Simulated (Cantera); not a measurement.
A Cantera script and what it prints.

```python
import numpy as np
import cantera as ct

gas_names = """
    CL CL2 H HCL H2 N NH NH2 NH3 N2 N2H2 N2H4 Si SiCL SiCL2 SiCL3 SiCL4 SiH SiHCL3 SiH2 SiH2CL2 SiH3
    SiH3CL SiH4 SiN Si2 Si2N Si3
""".split()
cond_names = """
    NH4CL(a) NH4CL(b) Si(cr) Si(L) Si3N4(a)
""".split()


# ... load() reads the species with a 1 bar reference pressure and builds the phases ...
atoms = {
    'SiHCl3': {'Si': 1, 'H': 1, 'CL': 3},
    'NH3': {'N': 1, 'H': 3},
    'H2': {'H': 2},
}
top_T = {'Si3N4(a)': 2400}  # K; cautious upper limits of use, not melting points


# ... equilibrate(T, P, feed) seeds the gas with the atoms and calls Mixture.equilibrate('TP', solver="vcs", rtol=1e-11, max_steps=5000) ...
results = []
feed = {'SiHCl3': 1, 'NH3': 0.4, 'H2': 5.7}  # mol
P = 21  # Pa
for T in [1200, 1225, 1250, 1275, 1300, 1325, 1350]:
    mix = equilibrate(T, P, feed)
    results.append((T, P, feed, dict(zip(mix.species_names, mix.species_moles))))

top = {s: max(r[3][s] / sum(r[3][g] for g in gas_names) for r in results) for s in gas_names}
cols = sorted((s for s in top if top[s] > 0.0001), key=lambda s: -top[s])[:9]
seen = [c for c in cond_names if any(r[3].get(c, 0) > 1e-12 for r in results)]
print("log10 of partial pressures in bar; condensed amounts in mol")
print(f"{'T/K':>10s}" + "".join(f"{s[:9]:>10s}" for s in cols + seen))
for T, P, feed, n in results:
    ng = sum(n[g] for g in gas_names)
    print(f"{T:10.4g}" + "".join(f"{np.log10(max(n[s] / ng * P / 1e5, 1e-99)):10.3f}" for s in cols)
          + "".join(f"{n.get(c, 0):10.4g}" for c in seen))
```

Result:

```
log10 of partial pressures in bar; condensed amounts in mol
       T/K        H2       HCL     SiCL2        N2     SiCL3     SiCL4    SiHCL3         H  Si3N4(a)
      1200    -3.810    -4.429    -4.810    -7.342    -5.879    -6.005    -6.952    -8.610   0.09911
      1225    -3.813    -4.420    -4.791    -6.989    -5.959    -6.229    -7.128    -8.413   0.09798
      1250    -3.814    -4.417    -4.775    -6.664    -6.044    -6.457    -7.304    -8.223   0.09573
      1275    -3.815    -4.420    -4.760    -6.371    -6.131    -6.688    -7.478    -8.040    0.0916
      1300    -3.815    -4.429    -4.743    -6.115    -6.219    -6.922    -7.649    -7.864    0.0848
      1325    -3.814    -4.446    -4.722    -5.897    -6.308    -7.158    -7.818    -7.694   0.07485
      1350    -3.813    -4.469    -4.699    -5.718    -6.398    -7.399    -7.985    -7.530   0.06189
```

Cantera equilibrium calculation (NASA polynomials, part measured and part estimated; ideal gas, pure solids and liquids). The tables' values for SiCl3 are old estimates; treat these amounts as uncertain.
